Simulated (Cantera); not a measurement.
A closed system holds: 1 mol Si, 7.9 mol Br2, 49 mol N2, at 73.5 Torr.

Method: chemical equilibrium by Gibbs-energy minimisation in Cantera with the NASA 1993 tables (ideal gas, pure condensed phases). Candidate condensed phases: Br2, Si, Si3N4; 13 gas species. The numbers say what is thermodynamically allowed, not how fast it happens. All values below are at 498 K.

Base state: N2 0.877, Br2 0.106, SiBr4 0.0179 (mole fractions); condensed: gas only.

Problem. What changes in the equilibrium state with this change: Br2 from 7.9 to 1.1 mol?

Solution. 
```json
[
 {"species": "N2", "before": "0.877", "after": "0.989"},
 {"species": "SiBr4", "before": "0.0179", "after": "0.0112"},
 {"species": "Br2", "before": "0.106", "after": "<1e-9"},
 {"species": "Si3N4(s), mol", "before": "0", "after": "0.150"}
]
```
N2 is the only nitrogen source here; it is nearly inert below about 1500 K, so the nitride shown seldom forms there in practice.

Problem. What changes in the equilibrium state with this change: Br2 from 7.9 to 0.62 mol?

Solution. 
```tsv
species	before	after
N2	0.877	0.994
SiBr4	0.0179	0.00635
Br2	0.106	<1e-9
Si3N4(s), mol	0	0.230
```
N2 is the only nitrogen source here; it is nearly inert below about 1500 K, so the nitride shown seldom forms there in practice.
